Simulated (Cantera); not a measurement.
A Cantera script and what it prints.

```python
import numpy as np
import cantera as ct

gas_names = """
    AL ALCL ALCL2 ALCL3 ALH ALN AL2 AL2CL6 CL CL2 H HCL H2 N NH NH2 NH3 N2 N2H2 N2H4
""".split()
cond_names = """
    AL(cr) AL(L) ALCL3(s) ALCL3(L) ALN(s) NH4CL(a) NH4CL(b)
""".split()


# ... load() reads the species with a 1 bar reference pressure and builds the phases ...
atoms = {
    'Al': {'AL': 1},
    'HCl': {'H': 1, 'CL': 1},
    'N2': {'N': 2},
}
top_T = {'ALN(s)': 2750}  # K; cautious upper limits of use, not melting points


# ... equilibrate(T, P, feed) seeds the gas with the atoms and calls Mixture.equilibrate('TP', solver="vcs", rtol=1e-11, max_steps=5000) ...
results = []
feed = {'Al': 1, 'HCl': 5.8, 'N2': 3.2}  # mol
T = 1175  # K
P = 1333.22  # Pa
mix = equilibrate(T, P, feed)
results.append((T, P, feed, dict(zip(mix.species_names, mix.species_moles))))
x = sorted(zip(gas.X, gas.species_names), reverse=True)
print(f"T = {T:g} K  P = {P:g} Pa  gas = {mix.phase_moles(0):.4g} mol")
print("   x: " + "  ".join(f"{s} {v:.3e}" for v, s in x if v > 1e-05))
print("   condensed (mol): " + ("  ".join(f"{mix.phase(i).name} {mix.phase_moles(i):.4g}"
      for i in range(1, mix.n_phases) if mix.phase_moles(i) > 1e-12) or "none"))
```

Output:

```
T = 1175 K  P = 1333.22 Pa  gas = 8.5 mol
   x: N2 3.765e-01  HCL 3.294e-01  H2 1.765e-01  ALCL3 1.176e-01  ALCL2 3.038e-05
   condensed (mol): none
```

These are equilibrium values from Cantera (NASA tables, ideal gas, pure condensed phases), not measurements of a reactor. The tables' values for AlCl2 are old estimates; treat these amounts as uncertain.
